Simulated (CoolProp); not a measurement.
Properties of C2F6 (R116) at several states.

Model: reference Helmholtz-energy equation of state, Lemmon 2006, in CoolProp. It is a short technical equation, of lower accuracy than the large ones.

```csv
T (K),p (MPa),phase,density (kg/m³),isothermal compressibility (1/MPa),expansivity (1/kK),Prandtl number
276,0.304,gas,19.08,3.439,4.180,0.746
366.9,2.63,gas,137.3,0.4402,4.612,0.865
382.9,0.334,gas,14.68,3.037,2.759,0.752
370.5,0.0842,gas,3.787,11.92,2.740,0.743
```

Viscosity comes from a separate model (Huber 2003), an estimate that may be off by 10 % or more. Thermal conductivity comes from a separate model (Huber 2003), an estimate that may be off by 10 % or more.
